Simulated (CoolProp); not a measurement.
Oxygen along the isotherm 158.4 K: density (kg/m³) from the reference equation and from simpler models built on Tc = 154.6 K, pc = 5.046 MPa, ω = 0.022; each cubic takes its own stable root.

Model: reference Helmholtz-energy equation of state, Schmidt 1985, in CoolProp.

```
p (MPa)          phase  reference  van der Waals  Redlich-Kwong  Soave-Redlich-Kwong  Peng-Robinson
-------  -------------  ---------  -------------  -------------  -------------------  -------------
0.0399             gas     0.9718         0.9716         0.9719               0.9719         0.9722
0.0621             gas      1.515          1.514          1.515                1.515          1.515
0.0967             gas      2.364          2.362          2.364                2.364          2.366
0.151              gas      3.703          3.700          3.704                3.704          3.708
0.235              gas      5.794          5.786          5.796                5.796          5.806
0.365              gas      9.075          9.055          9.080                9.080          9.105
0.569              gas      14.34          14.29          14.35                14.35            ___
0.885              gas      22.79          22.66          22.82                22.82          22.98
1.38               gas      36.86          36.52          36.93                36.92          37.33
2.15               gas      61.23          60.31          61.39                61.38          62.49
3.34               gas      107.9          105.1          108.1                108.1          111.4
5.2      supercritical      246.8            ___            ___                244.6          259.2
8.1      supercritical      685.1          526.0            ___                614.7          677.9
12.6     supercritical      776.5          598.7          729.2                728.8            ___
```

Question: Fill in the missing entries.

Answer: 
- 0.569, Peng-Robinson: 14.41
- 5.2, van der Waals: 239.0
- 5.2, Redlich-Kwong: 245.0
- 8.1, Redlich-Kwong: 615.3
- 12.6, Peng-Robinson: 808.5
